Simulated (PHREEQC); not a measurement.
**Hard or scaling water**

Solution (25 °C): 0.0037 mol/kgw CaCl2, 4.7e-05 mol/kgw Na2SO4 and 0.00035 mol/kgw NaCl. Closed to the air; pH follows from the charge balance.

Computed with PHREEQC (ion-association model, phreeqc.dat).

- ionic strength = 0.0115 mol/kgw
- specific conductance = 951 µS/cm

| species | molality | activity | log γ |
|---|---|---|---|
| Cl- | 0.00775 | 0.00693 | -0.048 |
| Ca+2 | 0.00369 | 0.00241 | -0.184 |
| Na+ | 0.000444 | 0.000398 | -0.047 |
| SO4-2 | 3.67e-5 | 2.39e-5 | -0.187 |
| CaSO4 | 1.02e-5 | 1.03e-5 | 0.001 |
| H+ | 1.14e-7 | 1.03e-7 | -0.042 |
| OH- | 1.10e-7 | 9.80e-8 | -0.049 |
| NaSO4- | 5.30e-8 | 4.77e-8 | -0.046 |
| CaOH+ | 4.33e-9 | 3.88e-9 | -0.048 |

Precipitation was switched off in this run.
